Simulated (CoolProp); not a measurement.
Vapour-liquid equilibrium of CHF3 (R23) (1) + R11 (2) at -23.25 °C; x and y are mole fractions of (1).

Values from CoolProp's multi-fluid Helmholtz-energy mixture model, Penoncello 2003 and Jacobsen 1992; pair parameters Bell 2016.

**Question.** Give the bubble pressure and the first vapour's composition at x = 0.275, 0.575, 0.725. Is there an azeotrope?

**Answer.** x = 0.275: 777.2 kPa, y = 0.982; x = 0.575: 994.4 kPa, y = 0.986; x = 0.725: 1032 kPa, y = 0.987. No azeotrope shows between x = 0.05 and 0.95.

Pair parameters are fitted to limited data, so mixtures are less certain than the pure fluids. With so large a gap from Raoult's law the liquid may split in two, which this calculation doesn't test in full.
